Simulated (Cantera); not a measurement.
# Thermodynamics of silicon nitride deposition, feed SiH₄ + N₂

Charge: 1 mol SiH₄, a varied amount of N₂, equilibrated at 24.0 Pa.

Cantera equilibrium calculation (NASA polynomials, part measured and part estimated; ideal gas, pure solids and liquids). Candidate condensed phases: Si, Si₃N₄; 18 gas species. N₂ is the only nitrogen source here; it is nearly inert below about 1500 K, so the nitride shown seldom forms there in practice. Mutual solubility and eutectic melting of coexisting phases are not modelled. Equilibrium is a limit: real reactors are often held back by kinetics, nucleation or transport.

Map the stable condensed phases over T = 1300, 1325, 1350, 1375, 1400, 1425, 1450, 1475, 1500, 1525, 1550, 1575 K and n(N₂) in mol = 2.2, 2.7, 3.3, 3.9, 4.8, 5.8, 7, 8.4, 10, 12, 15, 18.


```
T in K \ n(N₂) in mol
         2.2 2.7 3.3 3.9 4.8 5.8   7 8.4  10  12  15  18
   1575    A   A   A   A   A   A   A   B   C   C   C   C
   1550    B   B   C   C   C   C   C   C   C   C   C   C
   1525    C   C   C   C   C   C   C   C   C   C   C   C
   1500    C   C   C   C   C   C   C   C   C   C   C   C
   1475    C   C   C   C   C   C   C   C   C   C   C   C
   1450    C   C   C   C   C   C   C   C   C   C   C   C
   1425    C   C   C   C   C   C   C   C   C   C   C   C
   1400    C   C   C   C   C   C   C   C   C   C   C   C
   1375    C   C   C   C   C   C   C   C   C   C   C   C
   1350    C   C   C   C   C   C   C   C   C   C   C   C
   1325    C   C   C   C   C   C   C   C   C   C   C   C
   1300    C   C   C   C   C   C   C   C   C   C   C   C
```
A: Si; B: Si + Si₃N₄; C: Si₃N₄.
